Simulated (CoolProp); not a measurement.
A simple Rankine cycle with cis-2-butene: condensing at 313.15 K, boiler at 0.928 MPa, turbine inlet 393 K, turbine efficiency 0.7, pump efficiency 0.8, no recuperator. Each further row changes one setting.

Computed with CoolProp (reference Helmholtz-energy equation of state, Lemmon 2005). It is a short technical equation, of lower accuracy than the large ones.

| case | thermal efficiency (%) | net work (kJ/kg) | heat in (kJ/kg) | turbine exit temperature (K) | volume ratio over the turbine |
|---|---|---|---|---|---|
| as stated | … | 34.7 | 499 | … | … |
| turbine inlet 413 K | 6.9 | 37.3 | … | 385.5 | … |
| condensing temperature 305.15 K | 8.3 | 42.8 | 517 | … | … |
| boiler pressure 0.65 MPa | 4.7 | 23.6 | … | 375.5 | 1.91 |
| turbine efficiency 0.6 | 5.9 | 29.6 | 499 | 367.7 | 2.77 |

Task: Complete the blanks.

Result: 
- as stated, thermal efficiency (%): 7.0
- as stated, turbine exit temperature (K): 364.8
- as stated, volume ratio over the turbine: 2.74
- turbine inlet 413 K, heat in (kJ/kg): 539
- turbine inlet 413 K, volume ratio over the turbine: 2.72
- condensing temperature 305.15 K, turbine exit temperature (K): 358.9
- condensing temperature 305.15 K, volume ratio over the turbine: 3.45
- boiler pressure 0.65 MPa, heat in (kJ/kg): 507
